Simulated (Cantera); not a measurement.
A closed system holds: 1 mol B₂O₃, 0.13 mol NH₃, held at 0.130 bar.

Cantera equilibrium calculation (NASA polynomials, part measured and part estimated; ideal gas, pure solids and liquids). Candidate condensed phases: B, BN, B₂O₃, B₃O₃H₃, H₂O; 39 gas species. Mutual solubility and eutectic melting of coexisting phases are not modelled. The numbers say what is thermodynamically allowed, not how fast it happens.

x: gas mole fraction; n: condensed amount in mol.

| T (°C) | x H₂ | x B₂O₃ | x N₂ | x HBO₂ | x HBO | x BO | x B₂O₂ | n BN(s) | n B₂O₃(l) |
|---|---|---|---|---|---|---|---|---|---|
| 1477 | 0.708 | 0.0129 | 0.242 | 0.0174 | 0.0162 | 0.000234 | 0.00154 | 9.24e-5 | 0.992 |
| 1577 | (withheld) | (withheld) | 0.226 | (withheld) | (withheld) | (withheld) | (withheld) | 0 | 0.973 |
| 1677 | 0.480 | 0.179 | 0.183 | 0.0806 | 0.0515 | 0.00360 | 0.0162 | 0 | 0.907 |
| 1777 | (withheld) | (withheld) | (withheld) | 0.114 | (withheld) | (withheld) | 0.0322 | 0 | (withheld) |
| 1877 | 0.0780 | 0.673 | 0.0510 | 0.109 | 0.0334 | 0.0177 | 0.0316 | 0 | 0 |
| 1977 | 0.0719 | 0.659 | 0.0506 | 0.115 | 0.0332 | 0.0298 | 0.0300 | 0 | 0 |
| 2077 | 0.0651 | 0.641 | 0.0501 | 0.122 | 0.0319 | 0.0467 | 0.0273 | 0 | 0 |

Problem. Fill in the missing entries.

Solution. 
- 1577, x H₂: 0.639
- 1577, x B₂O₃: 0.0518
- 1577, x HBO₂: 0.0399
- 1577, x HBO: 0.0324
- 1577, x BO: 0.00102
- 1577, x B₂O₂: 0.00571
- 1777, x H₂: 0.165
- 1777, x B₂O₃: 0.544
- 1777, x N₂: 0.0831
- 1777, x HBO: 0.0458
- 1777, x BO: 0.00982
- 1777, n B₂O₃(l): 0.482
